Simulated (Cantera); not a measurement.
**Equilibrium for silicon epitaxy and polysilicon growth: SiCl4 + Cl2 + H2**

Feed: 1 mol SiCl4, 0.065 mol Cl2, a varied amount of H2, at 1273 K and 100000 Pa.

Equilibrium computed with Cantera from the NASA thermochemical tables; the gas is ideal and each condensed phase is pure. Candidate condensed phases: Si; 19 gas species. The tables' values for SiCl3 are old estimates; treat these amounts as uncertain. Rates play no part.

```csv
n(H2) (mol),log p H2,log p HCl,log p SiCl4,log p SiHCl3,log p SiCl2,log p SiCl3,log p SiH2Cl2,n Si(s)
12,-0.06,-1.24,-1.43,-1.65,-2.13,-2.19,-2.73,0
26,-0.03,-1.37,-1.88,-1.95,-2.29,-2.50,-2.87,0.0708
41,-0.03,-1.44,-2.19,-2.17,-2.44,-2.72,-3.01,0.162
55,-0.02,-1.49,-2.40,-2.33,-2.55,-2.89,-3.11,0.235
69,-0.02,-1.54,-2.58,-2.46,-2.64,-3.02,-3.20,0.299
84,-0.02,-1.58,-2.75,-2.59,-2.73,-3.15,-3.28,0.359
98,-0.01,-1.61,-2.89,-2.69,-2.80,-3.25,-3.35,0.409
```
log p: log10 of the partial pressure in bar; n: condensed amount in mol.

At 12 mol H2 nothing is condensed. From 26 mol H2 to 98 mol H2 the condensed part is Si(s). The main Si-bearing gas is SiCl4 at 12 mol H2 and SiHCl3 at 98 mol H2. The share of Si in condensed phases is highest at 98 mol H2 (40.9 %) and lowest at 12 mol H2 (0.0 %).
